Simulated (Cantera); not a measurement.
Feed: 1 mol Ti(OiPr)₄, 1.2 mol H₂, held at 10.0 mbar.

These are equilibrium values from Cantera (NASA tables, ideal gas, pure condensed phases), not measurements of a reactor. Candidate condensed phases: C, C₆H₆, C₇H₈, C₈H₁₈, H₂O, Ti, TiC, TiO, TiO₂, Ti₂O₃, Ti₃O₅, Ti₄O₇; 113 gas species. The feed counts by its element totals alone. Mutual solubility and eutectic melting of coexisting phases are not modelled. TiC: taken at fixed stoichiometry. Rates play no part.

log p: log10 of the partial pressure in bar; n: condensed amount in mol.

```json
[
 {"T (K)": "1200", "log p H₂": "-2.07", "log p CO": "-2.85", "log p H": "-7.74", "log p CH₄": "-5.93", "n C(graphite)": "9.37", "n TiC(s)": "0.112", "n Ti₃O₅(s)": "0.296"},
 {"T (K)": "1275", "log p H₂": "-2.10", "log p CO": "-2.68", "log p H": "-7.18", "log p CH₄": "-6.24", "n C(graphite)": "7.00", "n TiC(s)": "1.00", "n Ti₃O₅(s)": "0"},
 {"T (K)": "1350", "log p H₂": "-2.10", "log p CO": "-2.68", "log p H": "[?]", "log p CH₄": "[?]", "n C(graphite)": "7.00", "n TiC(s)": "1.00", "n Ti₃O₅(s)": "0"},
 {"T (K)": "1425", "log p H₂": "-2.10", "log p CO": "-2.68", "log p H": "-6.22", "log p CH₄": "-6.63", "n C(graphite)": "7.00", "n TiC(s)": "1.00", "n Ti₃O₅(s)": "0"},
 {"T (K)": "1500", "log p H₂": "-2.10", "log p CO": "-2.68", "log p H": "-5.81", "log p CH₄": "-6.79", "n C(graphite)": "7.00", "n TiC(s)": "1.00", "n Ti₃O₅(s)": "0"},
 {"T (K)": "1575", "log p H₂": "-2.10", "log p CO": "-2.68", "log p H": "[?]", "log p CH₄": "[?]", "n C(graphite)": "7.00", "n TiC(s)": "1.00", "n Ti₃O₅(s)": "0"},
 {"T (K)": "1650", "log p H₂": "-2.10", "log p CO": "-2.68", "log p H": "-5.09", "log p CH₄": "-7.08", "n C(graphite)": "7.00", "n TiC(s)": "1.00", "n Ti₃O₅(s)": "0"}
]
```

Complete the blanks.


- 1350, log p H: -6.67
- 1350, log p CH₄: -6.44
- 1575, log p H: -5.43
- 1575, log p CH₄: -6.94
